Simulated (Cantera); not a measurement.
Cantera run, input and output.

```python
import numpy as np
import cantera as ct

gas = ct.Solution("h2o2.yaml")
gas.TPX = 1398, 1333, {'H2': 0.046, 'O2': 1, 'N2': 0.68}
reactor = ct.IdealGasConstPressureReactor(gas, energy="off", clone=False)
net = ct.ReactorNet([reactor])
net.rtol, net.atol = 1e-08, 1e-18
show = ['H2', 'O2', 'HO2', 'H', 'H2O2', 'O', 'H2O']
times = np.geomspace(0.0008, 4, 12)

steps = ct.SolutionArray(gas, extra=["t"])
rows = []
print(f"{'t/s':>10s}{'T/K':>9s}{'P/Pa':>11s}" + "".join(f"{s:>11s}" for s in show))
for t in times:
    while net.time < t:
        t_next = net.step()
        steps.append(gas.state, t=t_next)
    rows.append([np.interp(t, steps.t, y) for y in (steps.T, steps.P, *steps(*show).X.T)])
    print(f"{t:10.3e}{rows[-1][0]:9.1f}{rows[-1][1]:11.4g}" + "".join(f"{x:11.3e}" for x in rows[-1][2:]))
rate = np.gradient(steps.T, steps.t)
print("integrator steps:", len(steps.t))
if steps.T.max() > steps.T[0] + 200:
    print(f"time of steepest temperature rise: {steps.t[rate.argmax()]:.4e} s")
gas.TPX = 1398, 1333, {'H2': 0.046, 'O2': 1, 'N2': 0.68}
gas.equilibrate("TP")
print(f"equilibrium (TP): T = {gas.T:.1f} K  " + "  ".join(f"{s} {gas[s].X[0]:.3e}" for s in show))
```

Output:

```
       t/s      T/K       P/Pa         H2         O2        HO2          H       H2O2          O        H2O
 8.000e-04   1398.0       1333  2.664e-02  5.794e-01  2.848e-07  2.462e-06  8.720e-10  6.965e-06  9.154e-06
 1.735e-03   1398.0       1333  2.176e-02  5.754e-01  9.484e-07  8.961e-04  1.394e-08  2.575e-03  3.477e-03
 3.764e-03   1398.0       1333  4.485e-04  5.563e-01  9.392e-07  2.857e-03  2.738e-08  1.991e-02  2.314e-02
 8.164e-03   1398.0       1333  3.951e-04  5.566e-01  9.163e-07  2.682e-03  2.594e-08  1.958e-02  2.335e-02
 1.771e-02   1398.0       1333  3.755e-04  5.576e-01  9.003e-07  2.468e-03  2.569e-08  1.850e-02  2.354e-02
 3.841e-02   1398.0       1333  3.371e-04  5.593e-01  8.660e-07  2.072e-03  2.511e-08  1.642e-02  2.389e-02
 8.331e-02   1398.0       1333  2.695e-04  5.623e-01  7.945e-07  1.449e-03  2.373e-08  1.288e-02  2.449e-02
 1.807e-01   1398.0       1333  1.744e-04  5.664e-01  6.591e-07  7.338e-04  2.072e-08  8.136e-03  2.527e-02
 3.920e-01   1398.0       1333  8.294e-05  5.701e-01  4.538e-07  2.346e-04  1.552e-08  3.785e-03  2.601e-02
 8.502e-01   1398.0       1333  2.883e-05  5.723e-01  2.407e-07  4.733e-05  9.391e-09  1.297e-03  2.650e-02
 1.844e+00   1398.0       1333  8.274e-06  5.732e-01  1.013e-07  7.222e-06  4.634e-09  3.696e-04  2.676e-02
 4.000e+00   1398.0       1333  2.297e-06  5.735e-01  4.192e-08  1.053e-06  1.993e-09  1.022e-04  2.688e-02
integrator steps: 1262
equilibrium (TP): T = 1398.0 K  H2 1.361e-07  O2 5.737e-01  HO2 3.334e-08  H 1.522e-08  H2O2 2.604e-10  O 6.056e-06  H2O 2.698e-02
```

Detailed kinetics in Cantera: the H2/O2 subset of GRI-Mech 3.0, which has no nitrogen chemistry. Radical loss at walls, strong at low pressure, is not modelled.
